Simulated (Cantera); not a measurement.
An isothermal, constant-pressure homogeneous reactor starts with C3H8 : H2 = 0.35 : 1.5 (molar parts), at 1373 K and 0.000170 bar.

Cantera simulation using GRI-Mech 3.0 (53 species, 325 reactions); the numbers are that mechanism's predictions, not measurements. GRI-Mech 3.0 was tuned for natural gas; its chemistry of propane as a main component is partial and can be far from experiment. GRI-Mech 3.0 stops at C3 and has no aromatics, soot or wall deposition, so with more carbon than oxygen in the feed, carbon stays in small species such as C2H2 where larger ones or solid carbon would form. Radical loss at walls, strong at low pressure, is not modelled.

x: mole fraction; the columns are a selection and need not sum to one.

```
t (s)       x C3H8   x H2    x C2H6      x H     x CH4     x C2H    x C2H2
--------  --------  -----  --------  -------  --------  --------  --------
0.000400     0.189  0.811   1.02e-6      ___   3.19e-6    <1e-12  3.80e-12
0.00109      0.189  0.810   7.26e-6      ___   2.40e-5    <1e-12  1.31e-10
0.00299      0.187  0.809   4.74e-5      ___  0.000194    <1e-12   9.82e-9
0.00818      0.182  0.806  0.000245      ___   0.00174    <1e-12   8.42e-7
0.0224       0.158  0.788  0.000813      ___    0.0149  2.81e-11   4.96e-5
0.0612      0.0657  0.723   0.00160  0.00178    0.0848   4.56e-9   0.00235
0.167      0.00102  0.684  0.000462  0.00178     0.156   6.07e-8    0.0293
0.458      1.03e-5  0.691  0.000115      ___     0.160   2.84e-8    0.0504
1.25       7.23e-8  0.696   3.98e-5      ___     0.158   1.25e-8    0.0638
3.42       1.04e-9  0.700   1.26e-5      ___     0.156   5.88e-9    0.0753
9.36      1.19e-10  0.704   3.33e-6      ___     0.155   3.03e-9    0.0868
25.6      3.01e-11  0.708   1.09e-6  1.78e-5     0.152   2.00e-9     0.100
70.0      2.25e-11  0.714   1.02e-6  1.87e-5     0.149   2.46e-9     0.118
```

Q: What belongs in the gaps?

A: 
- 0.000400, x H: 6.73e-6
- 0.00109, x H: 2.98e-5
- 0.00299, x H: 9.05e-5
- 0.00818, x H: 0.000220
- 0.0224, x H: 0.000567
- 0.458, x H: 0.000489
- 1.25, x H: 0.000171
- 3.42, x H: 6.87e-5
- 9.36, x H: 3.09e-5
